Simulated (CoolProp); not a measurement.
Properties of R143a along the isobar 131 bar.

Values from CoolProp's reference Helmholtz-energy equation of state, Lemmon and Jacobsen 2000.

```csv
T (K),phase,Z,Joule-Thomson coefficient (K/MPa)
182.6,liquid,0.5583,-0.4293
197.8,liquid,0.5297,-0.4070
213,liquid,0.5061,-0.3808
228.2,liquid,0.4867,-0.3505
243.4,liquid,0.4709,-0.3149
258.6,liquid,0.4583,-0.2724
273.9,liquid,0.4485,-0.2202
289.1,liquid,0.4417,-0.1554
304.3,liquid,0.4378,-0.07295
```
